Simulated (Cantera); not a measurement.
An isothermal, constant-pressure homogeneous reactor starts with CH4 : H2O : H2 = 1 : 1.1 : 0.41 (molar parts), at 1675 K and 2000000 Pa.

Computed with Cantera and GRI-Mech 3.0 (53 species, 325 reactions). The pressure lies above the range GRI-Mech 3.0 was tuned for (to about 10 atm).

One state of this run: x CH4 = 0.387; x H2O = 0.436; x H2 = 0.171; x O = 2.66e-11; x H = 7.10e-6; x CH2O = 9.15e-6; x O2 = 6.80e-12. x: mole fraction; the columns are a selection and need not sum to one.

**Question.** Which value of t (s) does it belong to?
(A) 0.000122
(B) 3.10e-5
(C) 0.00189
(D) 1.78

**Answer.** A, 0.000122
